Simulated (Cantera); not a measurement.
## Silicon nitride deposition: SiH2Cl2 + N2

A closed system holds: 1 mol SiH2Cl2, a varied amount of N2, held at 427 °C and 0.00470 bar.

Method: chemical equilibrium by Gibbs-energy minimisation in Cantera with the NASA 1993 tables (ideal gas, pure condensed phases). Candidate condensed phases: NH4Cl, Si, Si3N4; 28 gas species. N2 is the only nitrogen source here; it is nearly inert below about 1500 K, so the nitride shown seldom forms there in practice. The numbers say what is thermodynamically allowed, not how fast it happens.

```csv
n(N2) (mol),x N2,x H2,x HCl,x SiCl4,n Si3N4(s)
0.34,1.68e-9,0.647,0.0280,0.323,0.170
0.72,0.139,0.335,0.358,0.168,0.225
1.1,0.273,0.262,0.333,0.131,0.231
1.5,0.376,0.215,0.302,0.107,0.235
1.8,0.436,0.189,0.281,0.0944,0.238
2.2,0.500,0.162,0.257,0.0812,0.240
2.6,0.551,0.142,0.236,0.0711,0.242
3,0.592,0.126,0.219,0.0631,0.244
3.4,0.626,0.113,0.204,0.0567,0.246
3.7,0.648,0.105,0.194,0.0526,0.247
4.1,0.674,0.0960,0.182,0.0480,0.248
4.5,0.696,0.0881,0.172,0.0441,0.249
```
x: gas mole fraction; n: condensed amount in mol.

From 0.34 mol N2 to 4.5 mol N2 the condensed part is Si3N4(s). The main Si-bearing gas is SiCl4 throughout. The share of Si in condensed phases is highest at 4.5 mol N2 (74.7 %) and lowest at 0.34 mol N2 (51.0 %).
